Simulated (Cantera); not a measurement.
Charge: 1 mol PbI2, 7.4 mol H2, 0.37 mol N2, at 2200 K and 100 Torr.

Cantera equilibrium calculation (NASA polynomials, part measured and part estimated; ideal gas, pure solids and liquids). Rates play no part.

```tsv
species	before	after
H2	0.677	0.759
I	0.164	0.0521
PbI	0.00481	0.0454
Pb	0.0887	0.0259
PbI2	7.40e-5	0.0342
H	0.0127	7.36e-5
HI	0.0185	0.0445
N2	0.0346	0.0390
PbI4	<1e-9	8.31e-5
I2	4.39e-5	0.000162
```
Gas species are given as mole fractions.

Task: What was changed between the two runs?
A) pressure from 100 Torr to 3.30 Torr
B) temperature from 2200 K to 1325 K
C) H2 from 7.4 to 0.5 mol
D) temperature from 2200 K to 1548.15 K

Result: D, temperature from 2200 K to 1548.15 K. The tables' values for PbI4 are old estimates; treat these amounts as uncertain
